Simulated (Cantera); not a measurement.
A freely propagating, adiabatic, planar premixed flame of 37.1 % H2, 13.2 % O2, 49.7 % N2, equivalence ratio 1.4, unburnt at 375 K and 0.365 atm; multicomponent transport, grid criteria slope 0.08 and curve 0.16, no radiation.

Detailed kinetics in Cantera: the H2/O2 subset of GRI-Mech 3.0, which has no nitrogen chemistry. Burning velocities carry a grid error of a few per cent, more on coarse grids.

x: mole fraction of selected species; z is measured from the peak of heat release.

```json
[
 {"z (mm)": "-4.20", "T (K)": "375", "u (m/s)": "3.72", "x H2": "0.371", "x O2": "0.132", "x H": "<1e-8", "x OH": "<1e-8", "x H2O2": "<1e-8", "x O": "<1e-8"},
 {"z (mm)": "-2.80", "T (K)": "375", "u (m/s)": "3.72", "x H2": "0.371", "x O2": "0.132", "x H": "<1e-8", "x OH": "<1e-8", "x H2O2": "<1e-8", "x O": "<1e-8"},
 {"z (mm)": "-2.10", "T (K)": "375", "u (m/s)": "3.72", "x H2": "0.371", "x O2": "0.132", "x H": "<1e-8", "x OH": "<1e-8", "x H2O2": "<1e-8", "x O": "<1e-8"},
 {"z (mm)": "-1.40", "T (K)": "375", "u (m/s)": "3.72", "x H2": "0.371", "x O2": "0.132", "x H": "<1e-8", "x OH": "<1e-8", "x H2O2": "<1e-8", "x O": "<1e-8"},
 {"z (mm)": "-0.700", "T (K)": "382", "u (m/s)": "3.77", "x H2": "0.369", "x O2": "0.133", "x H": "1.03e-5", "x OH": "9.37e-6", "x H2O2": "2.83e-6", "x O": "1.10e-6"},
 {"z (mm)": "-0.350", "T (K)": "(withheld)", "u (m/s)": "6.18", "x H2": "0.338", "x O2": "0.126", "x H": "0.00647", "x OH": "0.000875", "x H2O2": "4.16e-5", "x O": "0.000172"},
 {"z (mm)": "0", "T (K)": "(withheld)", "u (m/s)": "10.4", "x H2": "0.220", "x O2": "0.0854", "x H": "0.0515", "x OH": "0.00229", "x H2O2": "1.47e-6", "x O": "0.00428"},
 {"z (mm)": "0.350", "T (K)": "(withheld)", "u (m/s)": "13.0", "x H2": "0.114", "x O2": "0.0244", "x H": "0.0887", "x OH": "0.00617", "x H2O2": "1.22e-6", "x O": "0.00759"},
 {"z (mm)": "0.700", "T (K)": "1539", "u (m/s)": "14.1", "x H2": "0.0960", "x O2": "0.0102", "x H": "0.0888", "x OH": "0.00800", "x H2O2": "9.11e-7", "x O": "0.00682"},
 {"z (mm)": "1.40", "T (K)": "1670", "u (m/s)": "15.2", "x H2": "0.0988", "x O2": "0.00711", "x H": "0.0761", "x OH": "0.00953", "x H2O2": "5.66e-7", "x O": "0.00596"},
 {"z (mm)": "2.80", "T (K)": "1811", "u (m/s)": "16.3", "x H2": "0.104", "x O2": "0.00538", "x H": "0.0608", "x OH": "0.0105", "x H2O2": "3.02e-7", "x O": "0.00474"},
 {"z (mm)": "5.60", "T (K)": "1952", "u (m/s)": "17.4", "x H2": "0.108", "x O2": "0.00365", "x H": "0.0458", "x OH": "0.0105", "x H2O2": "1.55e-7", "x O": "0.00330"},
 {"z (mm)": "11.2", "T (K)": "2079", "u (m/s)": "18.3", "x H2": "0.112", "x O2": "0.00216", "x H": "0.0326", "x OH": "0.00945", "x H2O2": "8.27e-8", "x O": "0.00198"}
]
```

Q: Fill in the missing entries.

A: 
- -0.350, T (K): 638
- 0, T (K): 1111
- 0.350, T (K): 1411
